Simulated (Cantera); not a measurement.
Gas mixture: 100 % C₂H₆, at 500000 Pa, frozen composition.

Cantera's kinetic-theory transport with the Lennard-Jones parameters of GRI-Mech 3.0, ideal gas; thermal conductivity in the multicomponent form. The composition is frozen, though it would react at the higher temperatures.

D: mixture-averaged diffusion coefficient of that species in the mixture.

```tsv
T (K)	ρ (kg/m³)	cp (J/kg/K)	μ (µPa s)	λ (mW/m/K)	Pr	D (cm²/s) H	D (cm²/s) N₂	D (cm²/s) CH₄
400	4.52	2167	…	35.5	0.752	0.286	0.0507	0.0546
550	3.29	2784	…	60.1	0.753	0.507	0.0891	0.0968
700	2.58	3308	…	86.6	0.753	0.775	0.135	0.148
850	2.13	3717	…	113	0.752	1.08	0.188	0.207
1000	1.81	4080	…	140	0.751	1.43	0.248	0.273
1150	1.57	4365	…	165	0.750	1.82	0.314	0.346
1300	1.39	4601	31.0	190	0.749	2.23	0.386	0.426
1450	1.25	4796	33.4	214	0.748	2.68	0.463	0.511
1600	1.13	4957	35.7	237	0.747	3.16	0.545	0.603
```

Question: Fill in the missing entries.

Answer: 
- 400, μ (µPa s): 12.3
- 550, μ (µPa s): 16.2
- 700, μ (µPa s): 19.7
- 850, μ (µPa s): 22.9
- 1000, μ (µPa s): 25.7
- 1150, μ (µPa s): 28.4
